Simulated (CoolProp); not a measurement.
Computed with CoolProp (reference Helmholtz-energy equation of state, Span 1996).

Question: For carbon dioxide, give the phase and the speed of sound (m/s) at 422.4 K and 328 bar; 422.4 K and 574 bar.

Answer: 
- 422.4 K and 328 bar: supercritical; speed of sound 398
- 422.4 K and 574 bar: supercritical; speed of sound 571
